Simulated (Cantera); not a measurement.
A closed system holds: 1 mol Si, 0.051 mol N2O, 34 mol H2, equilibrated at 1.00 bar.

Equilibrium computed with Cantera from the NASA thermochemical tables; the gas is ideal and each condensed phase is pure. Candidate condensed phases: H2O, Si, SiO2, Si2N2O, Si3N4; 35 gas species. Mutual solubility and eutectic melting of coexisting phases are not modelled. Rates play no part. All values below are at 1623 K.

Base state: H2 1.000, N2 7.77e-5, SiO 7.76e-5, H 6.91e-5 (mole fractions); condensed: Si(s) + Si2N2O(s).

**Question.** What changes in the equilibrium state with this change: N2O from 0.051 to 4.4 mol?

**Answer.** 
```csv
species,before,after
H2,1.000,0.823
N2,7.77e-5,0.115
H2O,2.12e-7,0.0625
SiO,7.76e-5,6.00e-7
NH3,3.87e-7,1.11e-5
H,6.91e-5,6.27e-5
"Si(s), mol",0.900,0
"Si2N2O(s), mol",0.0484,0
"SiO2(β-quartz), mol",0,1.000
```
The tables hold silica as quartz up to 1696 K and as liquid above; real silica turns to tridymite and cristobalite and melts near 1996 K. Gases not in the tables: Si(OH)4.

**Question.** What changes in the equilibrium state with this change: pressure from 1.00 bar to 7.60e-5 bar?

**Answer.** 
```csv
species,before,after
H2,1.000,0.987
H,6.91e-5,0.00788
Si,1.56e-7,0.00206
SiH,3.14e-7,3.58e-5
SiO,7.76e-5,0.00149
N2,7.77e-5,0.00149
"Si(s), mol",0.900,0.876
"Si2N2O(s), mol",0.0484,0
```
